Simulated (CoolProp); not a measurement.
Saturation properties of propane.

Computed with CoolProp (reference Helmholtz-energy equation of state, Lemmon 2009).

| T (°C) | p (kPa) | vapour density (kg/m³) | liquid cp (kJ/(kg K)) | surface tension (mN/m) | liquid viscosity (µPa s) |
|---|---|---|---|---|---|
| -95.55 | 4.191 | 0.1256 | 2.064 | 22.8 | 397 |
| -80.15 | 12.92 | 0.3580 | 2.105 | 20.8 | 317 |
| -64.75 | 32.98 | 0.8536 | 2.155 | 18.7 | 258 |
| -49.35 | 72.78 | 1.777 | 2.214 | 16.6 | 214 |
| -33.95 | 143.3 | 3.336 | 2.285 | 14.6 | 180 |
| -18.55 | 257.5 | 5.781 | 2.369 | 12.5 | 152 |
| -3.15 | 430.4 | 9.424 | 2.470 | 10.5 | 130 |
| 12.15 | 676.2 | 14.63 | 2.592 | 8.60 | 111 |
| 27.55 | 1015 | 22.02 | 2.748 | 6.72 | 94.6 |

It boils at -42.1 °C under 1 atm.

Viscosity comes from a separate model (Vogel 1998). Surface tension comes from a separate correlation (Mulero 2012).
